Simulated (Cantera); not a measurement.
A freely propagating, adiabatic, planar premixed flame of CH₄ : O₂ : N₂ = 1 : 1.43 : 6.14 (molar parts), equivalence ratio 1.4, unburnt at 425 K and 101000 Pa; multicomponent+Soret transport, grid criteria slope 0.08 and curve 0.16, no radiation.

Cantera simulation using GRI-Mech 3.0 (53 species, 325 reactions); the numbers are that mechanism's predictions, not measurements. Burning velocities carry a grid error of a few per cent, more on coarse grids.

Question: Predict: laminar burning velocity; thermal thickness; peak x(OH); peak x(CO); peak x(C₂H).

Answer: 
- laminar burning velocity: 19.7 cm/s
- thermal thickness: 1.03 mm
- peak x(OH): 0.000502
- peak x(CO): 0.0690
- peak x(C₂H): 5.86e-7
